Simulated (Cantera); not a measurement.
# Hydrocarbon pyrolysis for carbon deposition

An isothermal, constant-pressure homogeneous reactor starts with 14.1 % CH₄, 85.9 % N₂, at 1800 K and 0.132 atm.

Model: GRI-Mech 3.0 (53 species, 325 reactions), integrated in Cantera. GRI-Mech 3.0 stops at C3 and has no aromatics, soot or wall deposition, so with more carbon than oxygen in the feed, carbon stays in small species such as C2H2 where larger ones or solid carbon would form.

```json
[
 {"t (s)": "3.00e-5", "x CH₄": "0.141", "x C₂H₄": "1.52e-8", "x CH₂": "1.71e-9", "x C₂H": "<1e-12", "x H₂": "2.82e-5"},
 {"t (s)": "0.000120", "x CH₄": "0.141", "x C₂H₄": "1.32e-6", "x CH₂": "2.29e-8", "x C₂H": "<1e-12", "x H₂": "0.000120"},
 {"t (s)": "0.000482", "x CH₄": "0.140", "x C₂H₄": "8.68e-5", "x CH₂": "3.00e-7", "x C₂H": "6.75e-11", "x H₂": "0.000652"},
 {"t (s)": "0.00193", "x CH₄": "0.129", "x C₂H₄": "0.00350", "x CH₂": "2.54e-6", "x C₂H": "1.98e-8", "x H₂": "0.0112"},
 {"t (s)": "0.00775", "x CH₄": "0.0649", "x C₂H₄": "0.00325", "x CH₂": "2.65e-6", "x C₂H": "4.35e-7", "x H₂": "0.0958"},
 {"t (s)": "0.0311", "x CH₄": "0.0197", "x C₂H₄": "0.000259", "x CH₂": "1.23e-6", "x C₂H": "8.27e-7", "x H₂": "0.159"},
 {"t (s)": "0.124", "x CH₄": "0.00393", "x C₂H₄": "4.43e-5", "x CH₂": "3.89e-7", "x C₂H": "1.12e-6", "x H₂": "0.180"},
 {"t (s)": "0.499", "x CH₄": "0.000791", "x C₂H₄": "3.56e-5", "x CH₂": "9.20e-8", "x C₂H": "1.22e-6", "x H₂": "0.184"},
 {"t (s)": "2.00", "x CH₄": "0.000219", "x C₂H₄": "3.55e-5", "x CH₂": "2.61e-8", "x C₂H": "1.24e-6", "x H₂": "0.185"}
]
```
x: mole fraction; the columns are a selection and need not sum to one.

Equilibrium at this temperature and pressure: CH₄ 9.26e-5, C₂H₄ 1.30e-5, CH₂ 1.10e-8, C₂H 4.56e-7, H₂ 0.185 (gas phase only).
